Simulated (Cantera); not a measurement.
An adiabatic, constant-volume homogeneous reactor starts with CO : H2 : CH4 : O2 : N2 : CO2 = 1 : 0.058 : 0.069 : 1.09 : 4.11 : 1.4 (molar parts), at 1125 K and 101000 Pa. Integrator tolerance rtol = 1e-08.

Computed with Cantera and GRI-Mech 3.0 (53 species, 325 reactions).

Question: What does this change do: pressure from 101000 Pa to 2700000 Pa?

Answer: 
```
quantity                                                              before                                    after
---------------------------------  -----------------------------------------  ---------------------------------------
time of steepest temperature rise                                   0.734 ms                                 0.677 ms
temperature at 0.200 s                                                2334 K                                   2411 K
equilibrium temperature                                               2334 K                                   2411 K
x(CO) at 0.200 s                       0.0137 (gas-phase equilibrium 0.0137)  0.00440 (gas-phase equilibrium 0.00440)
x(H2) at 0.200 s                   0.000187 (gas-phase equilibrium 0.000187)  5.79e-5 (gas-phase equilibrium 5.79e-5)
x(CH4) at 0.200 s                      <1e-12 (gas-phase equilibrium <1e-12)    <1e-12 (gas-phase equilibrium <1e-12)
x(CH2CO) at 0.200 s                    <1e-12 (gas-phase equilibrium <1e-12)    <1e-12 (gas-phase equilibrium <1e-12)
x(NO) at 0.200 s                     0.00758 (gas-phase equilibrium 0.00764)  0.00857 (gas-phase equilibrium 0.00857)
x(H2O) at 0.200 s                      0.0255 (gas-phase equilibrium 0.0255)    0.0263 (gas-phase equilibrium 0.0263)
```
The pressure lies above the range GRI-Mech 3.0 was tuned for (to about 10 atm).

Question: What does this change do: CH4 0.069 to 0.2 parts?

Answer: 
```
quantity                                                              before                                    after
---------------------------------  -----------------------------------------  ---------------------------------------
time of steepest temperature rise                                   0.734 ms                                  4.31 ms
temperature at 0.200 s                                                2334 K                                   2474 K
equilibrium temperature                                               2334 K                                   2474 K
x(CO) at 0.200 s                       0.0137 (gas-phase equilibrium 0.0137)    0.0369 (gas-phase equilibrium 0.0369)
x(H2) at 0.200 s                   0.000187 (gas-phase equilibrium 0.000187)  0.00111 (gas-phase equilibrium 0.00111)
x(CH4) at 0.200 s                      <1e-12 (gas-phase equilibrium <1e-12)    <1e-12 (gas-phase equilibrium <1e-12)
x(CH2CO) at 0.200 s                    <1e-12 (gas-phase equilibrium <1e-12)    <1e-12 (gas-phase equilibrium <1e-12)
x(NO) at 0.200 s                     0.00758 (gas-phase equilibrium 0.00764)  0.00746 (gas-phase equilibrium 0.00746)
x(H2O) at 0.200 s                      0.0255 (gas-phase equilibrium 0.0255)    0.0571 (gas-phase equilibrium 0.0571)
```

Question: What does this change do: CH4 0.069 to 0.14 parts?

Answer: 
| quantity | before | after |
|---|---|---|
| time of steepest temperature rise | 0.734 ms | 2.00 ms |
| temperature at 0.200 s | 2334 K | 2421 K |
| equilibrium temperature | 2334 K | 2421 K |
| x(CO) at 0.200 s | 0.0137 (gas-phase equilibrium 0.0137) | 0.0251 (gas-phase equilibrium 0.0251) |
| x(H2) at 0.200 s | 0.000187 (gas-phase equilibrium 0.000187) | 0.000567 (gas-phase equilibrium 0.000567) |
| x(CH4) at 0.200 s | <1e-12 (gas-phase equilibrium <1e-12) | <1e-12 (gas-phase equilibrium <1e-12) |
| x(CH2CO) at 0.200 s | <1e-12 (gas-phase equilibrium <1e-12) | <1e-12 (gas-phase equilibrium <1e-12) |
| x(NO) at 0.200 s | 0.00758 (gas-phase equilibrium 0.00764) | 0.00778 (gas-phase equilibrium 0.00778) |
| x(H2O) at 0.200 s | 0.0255 (gas-phase equilibrium 0.0255) | 0.0430 (gas-phase equilibrium 0.0430) |
